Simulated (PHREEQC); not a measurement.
A solution holds 0.13 mmol/kgw PbCl2, at 80 °C. It is in equilibrium with CO2 at log p = 0 (atm). Otherwise closed; pH follows from the charge balance.

Model: ion-association model, phreeqc.dat, run in PHREEQC.

```json
[
 {"quantity": "pH", "before": "4.10", "after": "4.12"},
 {"quantity": "ionic strength (mol/kgw)", "before": "0.000451", "after": "0.000153"}
]
```

Task: What was changed between the two runs?
(A) diluted 2-fold with water
(B) diluted 5-fold with water
(C) PbCl2 replaced by NH4Cl at the same molality
(D) temperature from 80 to 45 °C
(E) 3.9e-05 mol/kgw HNO3 added

Result: B, diluted 5-fold with water

This is a speciation only: nothing precipitates in the calculation. Away from 25 °C the constants follow the database's enthalpies or fits; those with neither stay at their 25 °C values.
